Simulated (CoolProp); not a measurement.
CF4 (R14) at 282.72 K and 4.9 MPa flows at 0.99 m/s in a round tube of 50 mm bore and 15 µm roughness, fully developed (64/Re and Nu = 3.66 if laminar; Colebrook and Gnielinski if turbulent). Each further row changes one setting.

Values from CoolProp's reference Helmholtz-energy equation of state, Platzer 1990. This equation is an older, rougher fit; its heat capacities, sound speeds and derivatives of the liquid may be far off and weren't checked against measurements.

```
case               Reynolds number  Darcy friction factor  pressure drop (Pa/m)  heat-transfer coefficient (W/(m² K))  mass flow (kg/h)
-----------------  ---------------  ---------------------  --------------------  ------------------------------------  ----------------
as stated                   551000                    [?]                   [?]                                   422               [?]
velocity 1.98 m/s          1100000                 0.0156                   145                                   [?]              3310
diameter 100 mm            1100000                 0.0140                   [?]                                   [?]               [?]
```

Complete the blanks.


- as stated, Darcy friction factor: 0.0162
- as stated, pressure drop (Pa/m): 37.4
- as stated, mass flow (kg/h): 1650
- velocity 1.98 m/s, heat-transfer coefficient (W/(m² K)): 816
- diameter 100 mm, pressure drop (Pa/m): 16.2
- diameter 100 mm, heat-transfer coefficient (W/(m² K)): 367
- diameter 100 mm, mass flow (kg/h): 6610

Viscosity comes from a separate model (Huber 2003), an estimate that may be off by 10 % or more. Thermal conductivity comes from a separate model (Huber 2003), an estimate that may be off by 10 % or more.
